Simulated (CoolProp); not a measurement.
Properties of decamethyltetrasiloxane (MD2M) along the isotherm 600 K.

Values from CoolProp's reference Helmholtz-energy equation of state, Thol 2017.

| p (kPa) | phase | cv (kJ/(kg K)) | Joule-Thomson coefficient (K/MPa) |
|---|---|---|---|
| 215 | gas | 2.011 | 9.239 |
| 429 | gas | 2.017 | 10.79 |
| 644 | gas | 2.026 | 13.40 |
| 858 | gas | 2.040 | 18.68 |
| 1070 | gas | 2.074 | 36.22 |
| 1290 | supercritical | 2.104 | 8.405 |
| 1500 | supercritical | 2.089 | 4.249 |
| 1720 | supercritical | 2.081 | 2.872 |
